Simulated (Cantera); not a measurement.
# Roasting and sulfation: FeS + SO₂ + H₂O

Charge: 1 mol FeS, 0.052 mol SO₂, 0.14 mol H₂O, equilibrated at 0.100 bar.

Method: chemical equilibrium by Gibbs-energy minimisation in Cantera with the NASA 1993 tables (ideal gas, pure condensed phases). Candidate condensed phases: Fe, FeO, Fe(OH)₂, Fe(OH)₃, FeS, FeSO₄, FeS₂, Fe₂O₃, Fe₂(SO₄)₃, Fe₃O₄, H₂O, H₂SO₄, S; 22 gas species. Metal and sulfide melt together well below either melting point, which pure phases cannot show. Mutual solubility and eutectic melting of coexisting phases are not modelled. The tables' stoichiometric FeO is somewhat more stable than real wüstite, so its field is too wide. FeO, FeS: taken at fixed stoichiometry. Equilibrium is a limit: real reactors are often held back by kinetics, nucleation or transport.

At 1448 K the condensed part is FeO(s) + FeS(s). From 1473 K to 1623 K the condensed part is FeO(s) + FeS(l). The main Fe-bearing gas is Fe(OH)₂ throughout.

```tsv
T (K)	x H₂O	x SO₂	x S₂	x H₂	x H₂S	x SO	x SH	n FeO(s)	n FeS(s)	n FeS(l)
1448	0.626	0.216	0.0824	0.0487	0.0208	0.00268	0.000829	0.0303	0.970	0
1473	0.616	0.211	0.0898	0.0546	0.0215	0.00322	0.00102	0.0330	0	0.967
1498	0.608	0.208	0.0948	0.0604	0.0216	0.00382	0.00122	0.0350	0	0.965
1523	0.598	0.205	0.0998	0.0665	0.0216	0.00451	0.00144	0.0370	0	0.963
1548	0.589	0.202	0.105	0.0729	0.0216	0.00529	0.00170	0.0391	0	0.961
1573	0.579	0.199	0.110	0.0796	0.0216	0.00617	0.00200	0.0413	0	0.959
1598	0.568	0.196	0.115	0.0866	0.0216	0.00716	0.00233	0.0435	0	0.956
1623	0.557	0.193	0.120	0.0939	0.0216	0.00826	0.00270	0.0458	0	0.954
```
x: gas mole fraction; n: condensed amount in mol.
